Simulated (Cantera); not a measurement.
Charge: 1 mol FeS, 2.2 mol O2, 0.11 mol CO2, held at 700 K.

Equilibrium computed with Cantera from the NASA thermochemical tables; the gas is ideal and each condensed phase is pure. Candidate condensed phases: C, Fe, Fe(CO)5, FeO, FeS, FeSO4, FeS2, Fe2O3, Fe2(SO4)3, Fe3O4, S; 25 gas species. Equilibrium is a limit: real reactors are often held back by kinetics, nucleation or transport.

Q: At 54.0 mbar, list the 3 most abundant gas species with their mole fractions, and the condensed phases.

A: CO2 0.947, SO2 0.0522, SO3 0.000389. Condensed: FeSO4(s) + Fe2O3(s) + Fe2(SO4)3(s).
